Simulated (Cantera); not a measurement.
Charge: 1 mol Si, 4.6 mol HCl, 15 mol H₂, held at 1773 K and 2330 Torr.

Method: chemical equilibrium by Gibbs-energy minimisation in Cantera with the NASA 1993 tables (ideal gas, pure condensed phases). Candidate condensed phases: Si; 19 gas species. The tables' values for SiCl₃, SiCl are old estimates; treat these amounts as uncertain. Gases not in the tables: Si₂H₆ and higher silanes. The numbers say what is thermodynamically allowed, not how fast it happens.

Base state: H₂ 0.825, HCl 0.123, SiCl₂ 0.0417, SiCl₃ 0.00567, SiHCl₃ 0.00206, SiCl₄ 0.00131, SiH₂Cl₂ 0.000580, H 0.000147 (mole fractions); condensed: gas only.

**Question.** What changes in the equilibrium state with this change: temperature from 1773 K to 1073 K?

**Answer.** 
```json
[
 {"species": "H₂", "before": "0.825", "after": "0.902"},
 {"species": "HCl", "before": "0.123", "after": "0.0439"},
 {"species": "SiCl₄", "before": "0.00131", "after": "0.0425"},
 {"species": "SiCl₂", "before": "0.0417", "after": "2.68e-5"},
 {"species": "SiHCl₃", "before": "0.00206", "after": "0.0107"},
 {"species": "H", "before": "0.000147", "after": "7.56e-9"},
 {"species": "Cl", "before": "1.69e-5", "after": "<1e-9"}
]
```
The tables' values for SiCl₃ are old estimates; treat these amounts as uncertain.
